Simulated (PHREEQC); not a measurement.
A solution holds 0.0012 mol H2SO4 per kg of water, at 80 °C. Closed to the air; pH follows from the charge balance.

All values are PHREEQC results (ion-association model, phreeqc.dat), not measurements.

Each row changes one thing in this solution. Precipitation was switched off in this run.

| case | pH | ionic strength (mol/kgw) | SO4-2 (mol/kgw) | HSO4- (mol/kgw) |
|---|---|---|---|---|
| as made | 2.74 | 0.00269 | 0.000747 | 0.000453 |
| diluted 2-fold with water | 3.00 | … | 0.000446 | 0.000154 |
| 0.00037 mol/kgw LiCl added | 2.74 | 0.00307 | … | 0.000449 |
| H2SO4 from 0.0012 to 0.00132 mol/kgw | 2.70 | … | 0.000798 | 0.000522 |
| H2SO4 from 0.0012 to 0.0024 mol/kgw | 2.48 | 0.00475 | 0.00118 | 0.00122 |
| 4.6e-05 mol/kgw HF added | 2.73 | 0.00270 | … | … |

Q: Complete the blanks.

A: 
- diluted 2-fold with water, ionic strength (mol/kgw): 0.00149
- 0.00037 mol/kgw LiCl added, SO4-2 (mol/kgw): 0.000750
- H2SO4 from 0.0012 to 0.00132 mol/kgw, ionic strength (mol/kgw): 0.00292
- 4.6e-05 mol/kgw HF added, SO4-2 (mol/kgw): 0.000746
- 4.6e-05 mol/kgw HF added, HSO4- (mol/kgw): 0.000454

Constants without temperature data keep their 25 °C values here.
